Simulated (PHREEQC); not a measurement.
Make-up at 20 °C: 7.1 mmol/kgw HCl, 0.59 mmol/kgw Li2SO4 and 0.83 mmol/kgw MnSO4. Closed to the air; pH follows from the charge balance.

All values are PHREEQC results (ion-association model, phreeqc.dat), not measurements.

No solid was allowed to form.

Problem. What pH, specific conductance, ionic strength does the model give?

Solution. pH 2.21; specific conductance 2620 µS/cm; ionic strength 0.0112 mol/kgw.

Problem. In which forms is S present?

Solution. SO4-2 69 %, HSO4- 27 %, MnSO4 3.7 % of the S.
